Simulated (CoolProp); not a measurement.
Vapour-liquid equilibrium of sulfur dioxide (1) + toluene (2) at 87.55 °C; x and y are mole fractions of (1).

Values from CoolProp's multi-fluid Helmholtz-energy mixture model, Gao 2016 and Lemmon 2006; pair parameters Bell 2016.

Task: Give the bubble pressure and the first vapour's composition at x = 0.275, 0.425, 0.725. Is there an azeotrope?

Result: x = 0.275: 0.5260 MPa, y = 0.922; x = 0.425: 0.8416 MPa, y = 0.958; x = 0.725: 1.483 MPa, y = 0.985. No azeotrope shows between x = 0.05 and 0.95.

Pair parameters are fitted to limited data, so mixtures are less certain than the pure fluids.
